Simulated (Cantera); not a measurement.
Feed: 1 mol MgO, 0.72 mol C, 0.71 mol H2, held at 5.20 mbar.

Equilibrium computed with Cantera from the NASA thermochemical tables; the gas is ideal and each condensed phase is pure. Candidate condensed phases: C, C6H6, C7H8, C8H18, H2O, Mg, MgCO3, MgO, Mg(OH)2; 116 gas species. The tables' values for MgH are old estimates; treat these amounts as uncertain. The numbers say what is thermodynamically allowed, not how fast it happens. All values below are at 2275 K.

Base state: Mg 0.370, CO 0.289, H2 0.216, H 0.0547, H2O 0.0531, CO2 0.0129, OH 0.00209, MgOH 0.00127 (mole fractions); condensed: MgO(s).

### Question
What changes in the equilibrium state with this change: pressure from 5.20 mbar to 9.70 mbar?

### Answer
```csv
species,before,after
Mg,0.370,0.356
CO,0.289,0.305
H2,0.216,0.251
H2O,0.0531,0.0345
CO2,0.0129,0.00759
H,0.0547,0.0432
O2,3.75e-5,6.27e-6
O,0.000364,0.000109
OH,0.00209,0.000924
MgO,0.000456,0.000245
Mg(OH)2,1.44e-5,9.33e-6
"MgO(s), mol",0.113,0.178
```
